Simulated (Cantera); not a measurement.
A closed system holds: 1 mol Si2Cl6, 71 mol H2, equilibrated at 1275 K and 0.133 bar.

These are equilibrium values from Cantera (NASA tables, ideal gas, pure condensed phases), not measurements of a reactor. Candidate condensed phases: Si; 19 gas species. The feed counts by its element totals alone. The tables' values for SiCl3 are old estimates; treat these amounts as uncertain. Kinetics and transport are ignored.

Base state: H2 0.940, HCl 0.0477, SiCl2 0.00628, SiCl4 0.00253, SiHCl3 0.00201, SiCl3 0.00156, SiH2Cl2 0.000221 (mole fractions); condensed: Si(s).

### Question
What changes in the equilibrium state with this change: H2 from 71 to 220 mol?

### Answer
```tsv
species	before	after
H2	0.940	0.976
HCl	0.0477	0.0226
SiCl2	0.00628	0.00135
SiCl4	0.00253	0.000117
SiCl3	0.00156	0.000156
SiHCl3	0.00201	0.000205
SiH2Cl2	0.000221	4.95e-5
Si(s), mol	1.07	1.58
```
